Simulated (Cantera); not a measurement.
A closed system holds: 1 mol PbO, 0.33 mol H2, equilibrated at 15.8 Torr.

Cantera equilibrium calculation (NASA polynomials, part measured and part estimated; ideal gas, pure solids and liquids). Candidate condensed phases: H2O, Pb, PbO, PbO2, Pb3O4; 12 gas species. Gases not in the tables: (PbO)n polymers. The numbers say what is thermodynamically allowed, not how fast it happens. All values below are at 1648 K.

Base state: PbO 0.456, Pb 0.281, H2O 0.243, O2 0.0190, OH 0.000567, H2 0.000140, O 2.41e-5, Pb2 1.82e-5 (mole fractions); condensed: gas only.

Problem. What changes in the equilibrium state with this change: H2 from 0.33 to 31 mol?

Solution. 
```
species    before     after
-------  --------  --------
H2       0.000140     0.937
Pb          0.281    0.0312
H2O         0.243    0.0312
PbO         0.456   9.70e-7
O2         0.0190     <1e-9
O         2.41e-5     <1e-9
OH       0.000567   8.91e-7
H         7.26e-6  0.000595
```
